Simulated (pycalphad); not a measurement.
All values are pycalphad results on the COST 507 light-alloy database (1999) (1 atm), not direct measurements. The data set is of 1999 and partly superseded. The system is extrapolated from its subsystems; higher-order compounds may be missing. Amounts are mole fractions of atoms.

Question: Give the equilibrium state of Al-1.07Sn-1.68Si (at.%) at 690 K.

Answer: 
```
T = 690.00 K, P = 101325 Pa, N = 1 mol of atoms
G = -24472 J/mol, H = 10794 J/mol, S = 51.11 J/(mol K)  (SER reference)
chemical potentials (J/mol): Al -24386, Sn -43901, Si -17103
phase             fraction      x(Al)      x(Sn)      x(Si)
FCC_A1              0.9746     0.9962   0.000635     0.0031
DIAMOND_A4          0.0137    2.2e-08    3.3e-07     1.0000
LIQUID              0.0117     0.1346     0.8652   0.000178
```

Question: Give the equilibrium state of Al-1.07Sn-1.68Si (at.%) at 890 K.

Answer: fcc, fraction 0.652, with 0.09 Sn, 0.45 Si at.%; liquid, fraction 0.348, with 2.9 Sn, 4.0 Si at.%.

FCC_A1 is fcc; DIAMOND_A4 is diamond (Si).
